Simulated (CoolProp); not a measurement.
Vapour pressure (kPa) of R1233zd(E): the reference equation beside estimates from Tc = 165.7 °C, pc = 3583 kPa, ω = 0.304.

The numbers come from the reference Helmholtz-energy equation of state, Akasaka 2022 in CoolProp.

```tsv
T (°C)	reference	van der Waals	Peng-Robinson
57.05	360.5	1028	359.2
59.35	384.5	1063	383.2
61.65	409.7	1098	408.4
63.95	436.2	1135	434.9
66.25	463.9	1172	462.6
68.55	492.9	1210	491.7
70.75	522.0	1247	520.8
73.05	553.7	1287	552.6
75.35	586.9	1327	585.9
77.65	621.6	1368	620.7
79.95	657.8	1410	657.0
82.25	695.5	1453	694.9
84.55	734.8	1496	734.4
86.85	775.8	1541	775.6
89.15	818.5	1586	818.6
```

Absolute difference from the reference over all 15 rows, mean and median: van der Waals 135.0 and 132.4 %, Peng-Robinson 0.2 and 0.2 %.
